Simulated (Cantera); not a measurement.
An adiabatic, constant-pressure homogeneous reactor starts with 1.38 % CH₄, 0.221 % C₂H₆, 9.84 % O₂, 88.6 % N₂, at 1625 K and 54000 Pa.

Computed with Cantera and GRI-Mech 3.0 (53 species, 325 reactions).

Task: Predict: time of steepest temperature rise; temperature at 10.0 s; equilibrium temperature; x(O₂) at 10.0 s; x(O) at 10.0 s; x(H) at 10.0 s.

Result: 
```
Item                                                                  Result
---------------------------------  -----------------------------------------
time of steepest temperature rise                                   0.171 ms
temperature at 10.0 s                                                 1998 K
equilibrium temperature                                               1998 K
x(O₂) at 10.0 s                        0.0606 (gas-phase equilibrium 0.0604)
x(O) at 10.0 s                     0.000223 (gas-phase equilibrium 0.000221)
x(H) at 10.0 s                       1.61e-5 (gas-phase equilibrium 1.60e-5)
```
